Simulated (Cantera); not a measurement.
Cantera with NASA thermochemical tables; ideal gases at 1 bar, condensed phases pure. Values are per mole of reaction as written; species without (g) are pure solids or liquids, kept so even where they would boil at 1 bar. TaC: taken at fixed stoichiometry.

Ta2O5 + C2H6(g) + 4 H(g) = 2 TaC + 5 H2O(g)

| T (K) | ΔH° (kJ) | ΔS° (J/K) | ΔG° (kJ) | log10 K | condensed phases |
|---|---|---|---|---|---|
| 1448 | [?] | [?] | [?] | [?] | Ta2O5(s), TaC(s) |
| 1548 | [?] | [?] | [?] | [?] | Ta2O5(s), TaC(s) |
| 1648 | [?] | [?] | [?] | [?] | Ta2O5(s), TaC(s) |
| 1748 | -339.1 | 87.1 | -491.3 | 14.68 | Ta2O5(s), TaC(s) |
| 1848 | [?] | [?] | [?] | [?] | Ta2O5(s), TaC(s) |
| 1948 | -352.4 | 79.8 | -507.9 | 13.62 | Ta2O5(s), TaC(s) |
| 2048 | -358.7 | 76.7 | -515.8 | 13.15 | Ta2O5(s), TaC(s) |
| 2148 | -488.8 | 13.6 | -517.9 | 12.59 | Ta2O5(l), TaC(s) |
| 2248 | -498.9 | 9.0 | -519.1 | 12.06 | Ta2O5(l), TaC(s) |
| 2348 | -508.7 | 4.7 | -519.7 | 11.56 | Ta2O5(l), TaC(s) |
| 2448 | -518.2 | 0.7 | -520.0 | 11.10 | Ta2O5(l), TaC(s) |

Question: Fill in the missing entries.

Answer: 
- 1448, ΔH° (kJ): -317.6
- 1448, ΔS° (J/K): 100.6
- 1448, ΔG° (kJ): -463.2
- 1448, log10 K: 16.71
- 1548, ΔH° (kJ): -324.9
- 1548, ΔS° (J/K): 95.7
- 1548, ΔG° (kJ): -473.0
- 1548, log10 K: 15.96
- 1648, ΔH° (kJ): -332.1
- 1648, ΔS° (J/K): 91.2
- 1648, ΔG° (kJ): -482.4
- 1648, log10 K: 15.29
- 1848, ΔH° (kJ): -345.8
- 1848, ΔS° (J/K): 83.3
- 1848, ΔG° (kJ): -499.8
- 1848, log10 K: 14.13
